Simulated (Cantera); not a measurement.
# Equilibrium for silicon epitaxy and polysilicon growth: Si₂H₆ + Cl₂ + N₂

Feed: 1 mol Si₂H₆, 0.052 mol Cl₂, 42 mol N₂, held at 1475 K and 1400 Pa.

Method: chemical equilibrium by Gibbs-energy minimisation in Cantera with the NASA 1993 tables (ideal gas, pure condensed phases). Candidate condensed phases: NH₄Cl, Si, Si₃N₄; 28 gas species. The feed counts by its element totals alone. N₂ is the only nitrogen source here; it is nearly inert below about 1500 K, so the nitride shown seldom forms there in practice. Kinetics and transport are ignored.

| Quantity | Result |
|---|---|
| x(N₂) | 0.930 |
| x(H₂) | 0.0674 |
| x(HCl) | 0.00237 |
| x(H) | 2.85e-5 |
| x(SiCl₂) | 4.44e-6 |
| n(Si₃N₄(s)) | 0.667 mol |
| gas amount | 43.72 mol |
| log10 activity of Si(s) (absent) | -1.77 |
